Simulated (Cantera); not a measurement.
A closed system holds: 1 mol SiH2Cl2, 0.16 mol C2H2, 23 mol H2, held at 1300 Pa.

These are equilibrium values from Cantera (NASA tables, ideal gas, pure condensed phases), not measurements of a reactor. Candidate condensed phases: C, C6H6, C7H8, C8H18, Si, SiC; 109 gas species. Mutual solubility and eutectic melting of coexisting phases are not modelled. Gases not in the tables: Si2H6 and higher silanes. Rates play no part.

Question: Which condensed phases are stable at each of these points (T (K)): 1298, 1398, 1498, 1598, 1698, 1798, 1898, 1998, 2098?

Answer: 
```
T (K)  condensed phases  Si condensed (%)
-----  ----------------  ----------------
1298     Si(s) + SiC(s)              73.5
1398     Si(s) + SiC(s)              72.7
1498     Si(s) + SiC(s)              71.6
1598     Si(s) + SiC(s)              70.5
1698     Si(l) + SiC(s)              69.7
1798     Si(l) + SiC(s)              71.3
1898     Si(l) + SiC(s)              70.9
1998     Si(l) + SiC(s)              65.1
2098     Si(l) + SiC(s)              44.5
```

From 1298 K to 1598 K the condensed part is Si(s) + SiC(s). From 1698 K to 2098 K the condensed part is Si(l) + SiC(s).
